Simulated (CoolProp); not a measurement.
Properties of carbonyl sulfide at several states.

Values from CoolProp's reference Helmholtz-energy equation of state, Lemmon 2006. It is a short technical equation, of lower accuracy than the large ones.

```csv
T (K),p (bar),phase,cp (kJ/(kg K)),speed of sound (m/s),Joule-Thomson coefficient (K/MPa),fugacity coefficient
253.5,0.364,gas,0.6557,210.3,30.87,0.9934
243.8,245,liquid,1.155,1064,-0.4488,0.01759
353.6,3.41,gas,0.7533,242.0,13.40,0.9780
562.9,33,gas,0.8883,297.8,4.815,0.9542
489.1,0.659,gas,0.8104,285.5,6.491,0.9985
155.5,50.5,liquid,1.188,1367,-0.4939,0.0002129
```
